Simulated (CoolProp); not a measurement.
Saturation properties of isobutane.

Model: reference Helmholtz-energy equation of state, Bücker 2006, in CoolProp.

| T (°C) | p (MPa) | liquid density (kg/m³) | vapour density (kg/m³) |
|---|---|---|---|
| -21.05 | 0.06933 | 604.0 | 1.985 |
| -16.25 | 0.08466 | 598.8 | 2.391 |
| -11.45 | 0.1025 | 593.5 | 2.858 |
| -6.65 | 0.1232 | 588.1 | 3.392 |
| -1.85 | 0.1469 | 582.7 | 4.001 |
| 2.95 | 0.1740 | 577.2 | 4.691 |
| 7.75 | 0.2048 | 571.6 | 5.469 |
| 12.55 | 0.2396 | 565.9 | 6.344 |
| 17.35 | 0.2787 | 560.1 | 7.324 |
| 22.15 | 0.3224 | 554.2 | 8.418 |
| 26.95 | 0.3711 | 548.2 | 9.636 |
| 31.75 | 0.4250 | 542.1 | 10.99 |

It boils at -11.7 °C under 1 atm.
